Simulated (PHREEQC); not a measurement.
A column of 0.5 m (40 cells, dispersivity 0.04 m, 300 s a shift, diffusion coefficient 3e-10 m²/s) holds 0.0066 eq of the database's cation exchanger X per kg of pore water, first in equilibrium with 0.002 mol SrCl2, 0.00047 mol NaCl and 1e-05 mol HCl per kg of water. It is flushed with 4.4 mmol/kgw LiCl, 0.73 mmol/kgw NaCl and 0.01 mmol/kgw HCl, at 40 °C. Values are for the last cell. No CO2 enters from the air. No solid was allowed to form.

Base run: PHREEQC, ion-association model, phreeqc.dat. Each further column changes one thing. The table gives Li in solution (mol/kgw).

```tsv
pore volumes	base	exchange capacity from 0.0066 to 0.0033 eq/kgw	dispersivity from 0.04 to 0.08 m
0	0	0	0
0.4625	0.000102	0.000118	0.000371
0.9125	0.00178	0.00193	[?]
1.363	0.00324	0.00343	[?]
1.812	0.00382	0.00397	0.00374
2.263	0.00404	0.00415	[?]
2.712	0.00414	0.00423	[?]
3.163	0.00419	0.00427	0.00417
3.612	0.00423	0.00429	0.00421
4.062	0.00425	0.00431	0.00424
4.513	0.00427	0.00432	[?]
4.963	0.00428	0.00433	0.00427
```

Task: What belongs in the gaps?

Result: 
- 0.9125, dispersivity from 0.04 to 0.08 m: 0.00207
- 1.363, dispersivity from 0.04 to 0.08 m: 0.00321
- 2.263, dispersivity from 0.04 to 0.08 m: 0.00398
- 2.712, dispersivity from 0.04 to 0.08 m: 0.00410
- 4.513, dispersivity from 0.04 to 0.08 m: 0.00426

Constants without temperature data keep their 25 °C values here.
